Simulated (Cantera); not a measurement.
An isothermal, constant-pressure homogeneous reactor starts with 29.1 % H₂, 70.9 % O₂, equivalence ratio 0.20, at 1100 K and 0.00840 bar.

Cantera simulation using the H2/O2 subset of GRI-Mech 3.0, which has no nitrogen chemistry; the numbers are that mechanism's predictions, not measurements. Radical loss at walls, strong at low pressure, is not modelled. The temperature is held fixed by assumption; the heat of reaction is taken as removed at once.

x: mole fraction; the columns are a selection and need not sum to one.

```csv
t (s),x H₂,x O₂,x HO₂,x O,x H₂O₂,x H₂O
0.000300,0.291,0.709,4.56e-9,3.26e-9,3.92e-12,7.60e-9
0.00103,0.291,0.709,2.01e-8,4.55e-7,5.00e-11,1.57e-6
0.00354,0.0373,0.586,7.24e-6,0.0546,2.87e-7,0.188
0.0122,?,0.605,8.93e-6,?,2.77e-7,?
0.0418,0.00260,0.650,8.90e-6,0.00854,4.72e-7,0.330
0.144,?,0.659,?,?,?,0.339
0.493,1.15e-5,0.660,3.80e-7,3.87e-5,8.14e-8,0.340
1.69,1.72e-6,0.660,6.88e-8,6.05e-6,2.52e-8,0.340
5.82,3.55e-7,0.660,1.62e-8,1.29e-6,7.94e-9,0.340
20.0,8.66e-8,0.660,5.33e-9,3.19e-7,2.47e-9,0.340
```

Complete the blanks.


- 0.0122, x H₂: 0.0120
- 0.0122, x O: 0.0453
- 0.0122, x H₂O: 0.265
- 0.144, x H₂: 0.000142
- 0.144, x HO₂: 2.67e-6
- 0.144, x O: 0.000456
- 0.144, x H₂O₂: 2.68e-7
